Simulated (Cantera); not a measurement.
Source: NASA polynomial tables (part measured, part estimated), evaluated in Cantera. Values are per mole of reaction as written; species without (g) are pure solids or liquids, kept so even where they would boil at 1 bar.

**Question.** Between 1773 and 2073 K, where is each reaction favourable under standard conditions?
- Cu₂O + 4 HF(g) ⇌ H₂O(g) + 2 CuF₂ + 2 H(g)

**Answer.** 
- Cu₂O + 4 HF(g) ⇌ H₂O(g) + 2 CuF₂ + 2 H(g): ΔG° is 621 kJ at 1773 K and 638 kJ at 2073 K; it stays positive (K < 1). ΔH° is 527 kJ and ΔS° -53 J/K at 2073 K.
